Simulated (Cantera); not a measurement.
Mixture: CO : H2 : O2 : N2 = 1 : 0.15 : 0.788 : 2.96 (molar parts), equivalence ratio 0.73, at 1.01 bar, adiabatic and at constant pressure. Ignition delay is the time to a rise of 400 K.

Model: GRI-Mech 3.0 (53 species, 325 reactions), integrated in Cantera. Below about 950 K walls govern HO2 and H2O2 in real vessels. Where the delays flatten at high temperature, the 400 K rule measures the pace of heat release, not the induction time.

Q: Predict: delay at 850 K; delay at 925 K; delay at 1000 K; delay at 1075 K; delay at 1150 K; delay at 1225 K; delay at 1300 K.

A: 
- delay at 850 K = 0.403 s
- delay at 925 K = 10.2 ms
- delay at 1000 K = 0.593 ms
- delay at 1075 K = 0.240 ms
- delay at 1150 K = 0.150 ms
- delay at 1225 K = 0.111 ms
- delay at 1300 K = 91.0 µs
